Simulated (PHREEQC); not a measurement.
Solution (25 °C): 0.23 mol Cu(NO3)2, 3.8e-05 mol HBF4 and 5.2e-05 mol KCl per kg of water. Closed to the air; pH follows from the charge balance.

All values are PHREEQC results (ion-association model, phreeqc.dat), not measurements.

No solid was allowed to form.

### Question
What pH does the model give?

### Answer
pH 3.85.

### Question
In which forms is Cl present?

### Answer
Cl- 88 %, CuCl+ 12 % of the Cl.

Species that the database lacks are ignored. Real BF4- forms and hydrolyses slowly; the run takes it at equilibrium.
